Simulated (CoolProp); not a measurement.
Vapour-liquid equilibrium of dimethyl ether (1) + R236FA (2) at 0.00197 MPa; x and y are mole fractions of (1).

The numbers come from the multi-fluid Helmholtz-energy mixture model, Wu 2011 and Pan 2012; pair parameters Bell 2016 in CoolProp.

| x | bubble temperature, mixture model (K) | bubble temperature, Raoult's law (K) | y, mixture model | y, Raoult's law |
|---|---|---|---|---|
| 0.05 | 204.6 | 202.8 | 0.080 | 0.209 |
| 0.125 | 203.9 | 200.0 | 0.212 | 0.429 |
| 0.2 | 202.9 | 197.7 | 0.355 | 0.578 |
| 0.275 | 201.5 | 195.7 | 0.499 | 0.683 |
| 0.35 | 199.9 | 193.9 | 0.633 | 0.759 |
| 0.425 | 198.0 | 192.4 | 0.748 | 0.817 |
| 0.5 | 195.8 | 191.0 | 0.838 | 0.861 |
| 0.575 | 193.7 | 189.7 | 0.901 | 0.896 |
| 0.65 | 191.5 | 188.6 | 0.944 | 0.924 |
| 0.725 | 189.5 | 187.6 | 0.970 | 0.946 |
| 0.8 | 187.8 | 186.6 | 0.985 | 0.964 |
| 0.875 | 186.3 | 185.8 | 0.994 | 0.980 |
| 0.95 | 185.1 | 185.0 | 0.998 | 0.993 |

The largest gap from Raoult's law is +6.0 K in bubble temperature, at x = 0.35. No azeotrope shows between x = 0.05 and 0.95.

Pair parameters are fitted to limited data, so mixtures are less certain than the pure fluids.
